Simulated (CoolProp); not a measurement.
Vapour-liquid equilibrium of R125 (1) + R245fa (2) at 0.121 MPa; x and y are mole fractions of (1).

Values from CoolProp's multi-fluid Helmholtz-energy mixture model, Lemmon 2005 and Akasaka 2015; pair parameters Bell 2016.

| x | bubble temperature, mixture model (°C) | bubble temperature, Raoult's law (°C) | y, mixture model | y, Raoult's law |
|---|---|---|---|---|
| 0.05 | [?] | 9.4 | [?] | 0.369 |
| 0.2 | [?] | -10.4 | 0.790 | 0.786 |
| 0.35 | -23.2 | -22.0 | 0.903 | 0.906 |
| 0.5 | [?] | -29.7 | 0.949 | 0.954 |
| 0.65 | [?] | -35.4 | 0.973 | 0.977 |
| 0.8 | -39.8 | -39.8 | [?] | 0.990 |
| 0.95 | -43.3 | -43.4 | [?] | 0.998 |

Some entries are withheld; supply them.


- 0.05, bubble temperature, mixture model (°C): 8.7
- 0.05, y, mixture model: 0.375
- 0.2, bubble temperature, mixture model (°C): -12.0
- 0.5, bubble temperature, mixture model (°C): -30.4
- 0.65, bubble temperature, mixture model (°C): -35.6
- 0.8, y, mixture model: 0.987
- 0.95, y, mixture model: 0.997

The largest gap from Raoult's law is -1.6 K in bubble temperature, at x = 0.2. No azeotrope shows between x = 0.05 and 0.95.

The pair parameters rest on a limited set of measurements; away from them the model extrapolates.
